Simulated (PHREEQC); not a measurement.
# Acid mine or pickling water (model solution)

Synthetic water in mg/L, 50 °C, pH 2.2, pe 10.8:

| constituent | mg/L |
|---|---|
| Na | 66.5 |
| K | 0.156 |
| Ca | 87.7 |
| Mg | 8.2 |
| Cl | 82.6 |
| S(6) as SO4 | 870 |
| Mn(2) | 0.457 |

Valence states are taken as typed.

Computed with PHREEQC (ion-association model, wateq4f.dat).

Each row changes one thing in this solution. Precipitation was switched off in this run.

```
case                                               ionic strength (mol/kgw)  SO4-2 (mol/kgw)  HSO4- (mol/kgw)  Ca+2 (mol/kgw)  Mg+2 (mol/kgw)  Mn+2 (mol/kgw)  SI of Gypsum (CaSO4:2H2O)  SI of Halite (NaCl)
-------------------------------------------------  ------------------------  ---------------  ---------------  --------------  --------------  --------------  -------------------------  -------------------
as made                                                              0.0211          0.00479          0.00347         0.00157        0.000204         5.82e-6                      -1.00                -6.94
S(6) from 870 to 435 mg/L                                            0.0157          0.00229          0.00174         0.00180        0.000249         6.73e-6                      -1.21                -6.92
all concentrations times 4 at the same typed pH                      0.0702           0.0198           0.0112         0.00473        0.000558         1.73e-5                      -0.19                -5.82
temperature from 50 to 65 °C at the same typed pH                    0.0199       (withheld)          0.00428         0.00159        0.000194         5.75e-6                      -1.03           (withheld)
```

Problem. Fill in the missing entries.

Solution. 
- temperature from 50 to 65 °C at the same typed pH, SO4-2 (mol/kgw): 0.00400
- temperature from 50 to 65 °C at the same typed pH, SI of Halite (NaCl): -6.97

At this temperature some constants are extrapolated from 25 °C, and those without enthalpy data are left unchanged.
